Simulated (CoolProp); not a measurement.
Properties of isohexane along the isotherm 276.85 °C (Tc = 224.6 °C, pc = 3.043 MPa, ω = 0.280).

Values from CoolProp's reference Helmholtz-energy equation of state, Lemmon 2006. It is a short technical equation, of lower accuracy than the large ones.

```tsv
p (MPa)	phase	Z	Joule-Thomson coefficient (K/MPa)	fugacity coefficient
0.0241	gas	0.9981	5.451	0.9981
0.0428	gas	0.9966	5.463	0.9966
0.0761	gas	0.9939	?	0.9939
0.135	gas	0.9891	5.525	0.9892
0.241	gas	0.9804	?	0.9807
0.428	gas	0.9649	5.733	0.9659
0.761	gas	?	5.987	?
1.35	gas	?	6.493	0.8939
2.41	gas	0.7779	7.601	0.8133
4.28	supercritical	0.5552	9.396	0.6769
7.61	supercritical	?	2.152	0.4928
```

**Question.** Some entries are withheld; supply them.

**Answer.** 
- 0.0761, Joule-Thomson coefficient (K/MPa): 5.486
- 0.241, Joule-Thomson coefficient (K/MPa): 5.599
- 0.761, Z: 0.9365
- 0.761, fugacity coefficient: 0.9397
- 1.35, Z: 0.8835
- 7.61, Z: 0.4292
